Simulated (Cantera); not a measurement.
Input: 1 mol MgO, 30 mol HBr, a varied amount of O2, equilibrated at 75.0 Torr.

Equilibrium computed with Cantera from the NASA thermochemical tables; the gas is ideal and each condensed phase is pure. Candidate condensed phases: Br2, H2O, Mg, MgBr2, MgO, Mg(OH)2; 20 gas species. Rates play no part.

Stable condensed phases, one row left out:

```
T in °C \ n(O2) in mol
         1.8 2.4   3 3.6 4.2 4.8 5.4   6 6.6 7.1 7.7 8.3
   1627    A   A   A   A   A   A   A   A   B   B   B   B
   1327    A   A   A   A   B   B   B   B   B   B   B   B
   1177    A   A   B   B   B   B   B   B   B   B   B   B
   1027    B   B   B   B   B   B   B   B   B   B   B   B
    877    B   B   B   B   B   B   B   B   B   B   B   B
    727    B   B   B   B   B   B   B   B   B   B   B   B
    577    B   B   B   B   B   B   B   B   B   B   B   B
    427    C   C   D   B   B   B   B   B   B   B   B   B
```

A: gas only; B: MgO; C: MgBr2; D: MgBr2 + MgO.

Q: Give the row for 1477 °C.

A: 1.8: gas only; 2.4: gas only; 3: gas only; 3.6: gas only; 4.2: gas only; 4.8: gas only; 5.4: MgO; 6: MgO; 6.6: MgO; 7.1: MgO; 7.7: MgO; 8.3: MgO.
